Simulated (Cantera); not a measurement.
**Thermodynamics of silicon epitaxy and polysilicon growth, feed SiCl4 + HCl + N2**

Feed: 1 mol SiCl4, 0.033 mol HCl, a varied amount of N2, at 948 K and 0.133 bar.

Method: chemical equilibrium by Gibbs-energy minimisation in Cantera with the NASA 1993 tables (ideal gas, pure condensed phases). Candidate condensed phases: NH4Cl, Si, Si3N4; 28 gas species. The numbers say what is thermodynamically allowed, not how fast it happens.

From 7.2 mol N2 to 120 mol N2 nothing is condensed. The main Si-bearing gas is SiCl4 throughout.

```json
[
 {"n(N2) (mol)": "7.2", "log p N2": "-0.93", "log p SiCl4": "-1.79", "log p HCl": "-3.27", "log p SiCl3": "-7.62", "log p Cl": "-7.88"},
 {"n(N2) (mol)": "12", "log p N2": "-0.91", "log p SiCl4": "-1.99", "log p HCl": "-3.47", "log p SiCl3": "-7.74", "log p Cl": "-7.97"},
 {"n(N2) (mol)": "19", "log p N2": "-0.90", "log p SiCl4": "-2.18", "log p HCl": "-3.66", "log p SiCl3": "-7.85", "log p Cl": "-8.04"},
 {"n(N2) (mol)": "30", "log p N2": "-0.89", "log p SiCl4": "-2.37", "log p HCl": "-3.85", "log p SiCl3": "-7.95", "log p Cl": "-8.13"},
 {"n(N2) (mol)": "47", "log p N2": "-0.88", "log p SiCl4": "-2.56", "log p HCl": "-4.04", "log p SiCl3": "-8.06", "log p Cl": "-8.21"},
 {"n(N2) (mol)": "76", "log p N2": "-0.88", "log p SiCl4": "-2.76", "log p HCl": "-4.24", "log p SiCl3": "-8.18", "log p Cl": "-8.30"},
 {"n(N2) (mol)": "120", "log p N2": "-0.88", "log p SiCl4": "-2.96", "log p HCl": "-4.44", "log p SiCl3": "-8.28", "log p Cl": "-8.39"}
]
```
log p: log10 of the partial pressure in bar; nothing condenses.
